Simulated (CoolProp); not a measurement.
Vapour-liquid equilibrium of diethyl ether (1) + methanol (2) at 0.062 MPa; x and y are mole fractions of (1).

The numbers come from the multi-fluid Helmholtz-energy mixture model, Thol 2014 and de Reuck 1993; pair parameters Bell 2016 in CoolProp.

### Question
Give the bubble temperature and the first vapour's composition at x = 0.65, 0.75, 0.85. Is there an azeotrope?

### Answer
x = 0.65: 296.7 K, y = 0.829; x = 0.75: 295.8 K, y = 0.857; x = 0.85: 295.1 K, y = 0.897. No azeotrope shows between x = 0.05 and 0.95.

The pair parameters rest on a limited set of measurements; away from them the model extrapolates.
